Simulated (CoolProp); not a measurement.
Vapour-liquid equilibrium of R134a (1) + R124 (2) at -39.25 °C; x and y are mole fractions of (1).

The numbers come from the multi-fluid Helmholtz-energy mixture model, Tillner-Roth 1994 and de Vries 1995; pair parameters Bell 2016 in CoolProp.

```json
[
 {"x": "0.05", "bubble pressure (kPa)": "29.37", "y at the bubble point": "0.108", "dew pressure at overall composition x (kPa)": "28.35", "liquid density (mol/L)": "11.47"},
 {"x": "0.125", "bubble pressure (kPa)": "31.99", "y at the bubble point": "0.243", "dew pressure at overall composition x (kPa)": "29.68", "liquid density (mol/L)": "11.63"},
 {"x": "0.2", "bubble pressure (kPa)": "34.44", "y at the bubble point": "0.353", "dew pressure at overall composition x (kPa)": "31.11", "liquid density (mol/L)": "11.79"},
 {"x": "0.275", "bubble pressure (kPa)": "36.75", "y at the bubble point": "0.446", "dew pressure at overall composition x (kPa)": "32.67", "liquid density (mol/L)": "11.95"},
 {"x": "0.35", "bubble pressure (kPa)": "38.91", "y at the bubble point": "0.526", "dew pressure at overall composition x (kPa)": "34.37", "liquid density (mol/L)": "12.12"},
 {"x": "0.425", "bubble pressure (kPa)": "40.94", "y at the bubble point": "0.596", "dew pressure at overall composition x (kPa)": "36.20", "liquid density (mol/L)": "12.30"},
 {"x": "0.5", "bubble pressure (kPa)": "42.85", "y at the bubble point": "0.659", "dew pressure at overall composition x (kPa)": "38.19", "liquid density (mol/L)": "12.48"},
 {"x": "0.575", "bubble pressure (kPa)": "44.65", "y at the bubble point": "0.716", "dew pressure at overall composition x (kPa)": "40.32", "liquid density (mol/L)": "12.67"},
 {"x": "0.65", "bubble pressure (kPa)": "46.35", "y at the bubble point": "0.769", "dew pressure at overall composition x (kPa)": "42.58", "liquid density (mol/L)": "12.86"},
 {"x": "0.725", "bubble pressure (kPa)": "47.96", "y at the bubble point": "0.820", "dew pressure at overall composition x (kPa)": "44.94", "liquid density (mol/L)": "13.06"},
 {"x": "0.8", "bubble pressure (kPa)": "49.50", "y at the bubble point": "0.869", "dew pressure at overall composition x (kPa)": "47.33", "liquid density (mol/L)": "13.27"},
 {"x": "0.875", "bubble pressure (kPa)": "50.96", "y at the bubble point": "0.917", "dew pressure at overall composition x (kPa)": "49.69", "liquid density (mol/L)": "13.49"},
 {"x": "0.95", "bubble pressure (kPa)": "52.36", "y at the bubble point": "0.967", "dew pressure at overall composition x (kPa)": "51.90", "liquid density (mol/L)": "13.72"}
]
```

No azeotrope shows between x = 0.05 and 0.95.

The pair parameters rest on a limited set of measurements; away from them the model extrapolates.
